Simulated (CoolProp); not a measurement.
Vapour pressure (kPa) of ethylbenzene: the reference equation beside estimates from Tc = 344.0 °C, pc = 3622 kPa, ω = 0.304. Clausius-Clapeyron is anchored at 162.95 °C with a constant enthalpy of vaporisation of 33.77 kJ/mol.

Values from CoolProp's reference Helmholtz-energy equation of state, Zhou 2012.

```
T (°C)  reference  Lee-Kesler  Clausius-Clapeyron  van der Waals  Redlich-Kwong  Soave-Redlich-Kwong  Peng-Robinson
------  ---------  ----------  ------------------  -------------  -------------  -------------------  -------------
162.95      197.6       198.3               197.6          762.0          343.0                198.2          197.4
165.45      209.3       210.2               208.4          784.3          359.6                210.0          209.1
167.85      221.0       222.1               219.2          806.2          376.2                221.9          220.8
170.35      233.8       235.1               230.8          829.3          394.0                234.9          233.6
172.85      247.1       248.6               243.0          852.9          412.4                248.4          246.9
175.35      261.0       262.7               255.6          876.9          431.4                262.5          260.7
177.85      275.4       277.4               268.8          901.4          451.0                277.2          275.2
180.35      290.5       292.7               282.5          926.3          471.2                292.6          290.3
182.85      306.2       308.6               296.7          951.6          492.1                308.6          306.0
185.25      321.9       324.6               310.9          976.4          512.7                324.6          321.7
187.75      338.8       341.8               326.2           1003          534.9                341.9          338.8
190.25      356.4       359.7               342.1           1029          557.7                359.9          356.4
192.75      374.8       378.3               358.5           1056          581.2                378.6          374.8
195.25      393.8       397.7               375.6           1084          605.4                398.0          394.0
197.75      413.5       417.7               393.3           1112          630.2                418.3          413.8
```

Absolute difference from the reference over all 15 rows, mean and median: Lee-Kesler 0.7 and 0.8 %, Clausius-Clapeyron 2.6 and 2.8 %, van der Waals 222.1 and 218.9 %, Redlich-Kwong 62.5 and 62.2 %, Soave-Redlich-Kwong 0.7 and 0.7 %, Peng-Robinson 0.1 and 0.1 %.
